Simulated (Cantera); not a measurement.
An isothermal, constant-pressure homogeneous reactor starts with C2H6 : N2 = 1 : 30 (molar parts), at 1573 K and 47000 Pa.

Model: GRI-Mech 3.0 (53 species, 325 reactions), integrated in Cantera. GRI-Mech 3.0 stops at C3 and has no aromatics, soot or wall deposition, so with more carbon than oxygen in the feed, carbon stays in small species such as C2H2 where larger ones or solid carbon would form.

Task: Predict: x(C2H6) at 300 s; x(CH4) at 300 s; x(HCN) at 300 s; x(C2H4) at 300 s; x(H2) at 300 s.

Result: 
```
Quantity                                              Value
----------------  -----------------------------------------
x(C2H6) at 300 s    1.69e-8 (gas-phase equilibrium 4.58e-9)
x(CH4) at 300 s   0.000476 (gas-phase equilibrium 0.000248)
x(HCN) at 300 s      3.32e-6 (gas-phase equilibrium 0.0443)
x(C2H4) at 300 s   0.000118 (gas-phase equilibrium 3.18e-5)
x(H2) at 300 s        0.0598 (gas-phase equilibrium 0.0602)
```
